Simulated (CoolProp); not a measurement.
A simple Rankine cycle with vinyl chloride: condensing at 320.15 K, boiler at 2.29 MPa, turbine inlet 412.6 K, turbine efficiency 0.8, pump efficiency 0.7, no recuperator. Each further row changes one setting.

Model: reference Helmholtz-energy equation of state, Thol 2022, in CoolProp.

```tsv
case	thermal efficiency (%)	net work (kJ/kg)	heat in (kJ/kg)	turbine exit temperature (K)	volume ratio over the turbine
as stated	10.1	(withheld)	375	354.4	3.00
condensing temperature 312.15 K	11.5	(withheld)	(withheld)	(withheld)	3.65
boiler pressure 1.6 MPa	(withheld)	28.4	(withheld)	374.4	(withheld)
turbine efficiency 0.7	(withheld)	32.7	375	359.2	3.06
```

Task: What belongs in the gaps?

Result: 
- as stated, net work (kJ/kg): 37.8
- condensing temperature 312.15 K, net work (kJ/kg): 44.5
- condensing temperature 312.15 K, heat in (kJ/kg): 387
- condensing temperature 312.15 K, turbine exit temperature (K): 345.2
- boiler pressure 1.6 MPa, thermal efficiency (%): 7.3
- boiler pressure 1.6 MPa, heat in (kJ/kg): 386
- boiler pressure 1.6 MPa, volume ratio over the turbine: 2.11
- turbine efficiency 0.7, thermal efficiency (%): 8.7
